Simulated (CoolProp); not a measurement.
Vapour pressure (MPa) of C3F8 (R218): the reference equation beside estimates from Tc = 345.0 K, pc = 2.640 MPa, ω = 0.317.

The numbers come from the reference Helmholtz-energy equation of state, Lemmon 2006 in CoolProp. It is a short technical equation, of lower accuracy than the large ones.

```csv
T (K),reference,Lee-Kesler,Soave-Redlich-Kwong
276,0.4542,0.4568,0.4589
281.9,…,0.5485,…
287.8,0.6496,0.6532,0.6587
293.6,0.7659,0.7699,0.7777
299.5,0.8994,0.9039,0.9146
305.4,1.050,1.055,1.068
311.3,1.218,1.224,1.241
317.1,…,…,1.429
```

Task: Fill in the missing entries.

Result: 
- 281.9, reference: 0.5454
- 281.9, Soave-Redlich-Kwong: 0.5520
- 317.1, reference: 1.403
- 317.1, Lee-Kesler: 1.409

Absolute difference from the reference over all 8 rows, mean and median: Lee-Kesler 0.5 and 0.5 %, Soave-Redlich-Kwong 1.5 and 1.6 %.
